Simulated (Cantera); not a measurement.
A closed system holds: 1 mol Ti, 3 mol CO₂, 30 mol H₂, at 1600 °C and 0.00800 bar.

These are equilibrium values from Cantera (NASA tables, ideal gas, pure condensed phases), not measurements of a reactor. Candidate condensed phases: C, C₆H₆, C₇H₈, C₈H₁₈, H₂O, Ti, TiC, TiO, TiO₂, Ti₂O₃, Ti₃O₅, Ti₄O₇; 113 gas species. Rates play no part.

Base state: H₂ 0.863, CO 0.0896, H₂O 0.0393, H 0.00671, CO₂ 0.000992, OH 2.37e-5 (mole fractions); condensed: Ti₃O₅(s).

What changes in the equilibrium state with this change: temperature from 1600 °C to 1250 °C?


```tsv
species	before	after
H₂	0.863	0.880
CO	0.0896	0.0898
H₂O	0.0393	0.0292
H	0.00671	0.000242
OH	2.37e-5	2.48e-7
CO₂	0.000992	0.00111
Ti₃O₅(s), mol	0.333	0
TiO₂(rutile), mol	0	1.00
```
